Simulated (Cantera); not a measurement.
Input: 1 mol CaO, 0.55 mol O2, 11 mol N2, equilibrated at 11.0 mbar.

Cantera equilibrium calculation (NASA polynomials, part measured and part estimated; ideal gas, pure solids and liquids). Candidate condensed phases: Ca, CaO; 12 gas species. Rates play no part.

Question: At 1100 °C, list the 3 most abundant gas species with their mole fractions, and the condensed phases.

Answer: N2 0.952, O2 0.0475, NO 0.000324. Condensed: CaO(s).
